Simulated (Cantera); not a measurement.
**Si + NF3 (silicon etching in halogen gases)**

Charge: 1 mol Si, 3.4 mol NF3, at 24.0 mbar.

These are equilibrium values from Cantera (NASA tables, ideal gas, pure condensed phases), not measurements of a reactor. Candidate condensed phases: Si, Si3N4; 16 gas species. Kinetics and transport are ignored.

From 225 °C to 1425 °C nothing is condensed. The main Si-bearing gas is SiF4 throughout.

| T (°C) | x F | x NF3 | x F2 | x N2 | x SiF4 | x NF2 |
|---|---|---|---|---|---|---|
| 225 | 8.36e-7 | 0.553 | 0.000648 | 0.179 | 0.268 | 2.77e-11 |
| 325 | 0.000127 | 0.531 | 0.0219 | 0.183 | 0.264 | 3.73e-9 |
| 425 | 0.00394 | 0.349 | 0.195 | 0.220 | 0.232 | 9.70e-8 |
| 525 | 0.0343 | 0.0764 | 0.434 | 0.272 | 0.183 | 5.03e-7 |
| 625 | 0.134 | 0.00825 | 0.424 | 0.272 | 0.162 | 8.72e-7 |
| 725 | 0.329 | 0.000744 | 0.281 | 0.245 | 0.144 | 8.72e-7 |
| 825 | 0.537 | 4.87e-5 | 0.122 | 0.214 | 0.126 | 5.20e-7 |
| 925 | 0.646 | 2.61e-6 | 0.0389 | 0.198 | 0.117 | 2.19e-7 |
| 1025 | 0.681 | 1.65e-7 | 0.0120 | 0.193 | 0.114 | 8.72e-8 |
| 1125 | 0.691 | 1.42e-8 | 0.00410 | 0.192 | 0.113 | 3.75e-8 |
| 1225 | 0.695 | 1.67e-9 | 0.00159 | 0.191 | 0.113 | 1.78e-8 |
| 1325 | 0.696 | 2.55e-10 | 0.000687 | 0.191 | 0.112 | 9.19e-9 |
| 1425 | 0.696 | 4.84e-11 | 0.000327 | 0.191 | 0.112 | 5.13e-9 |
x: gas mole fraction; nothing condenses.
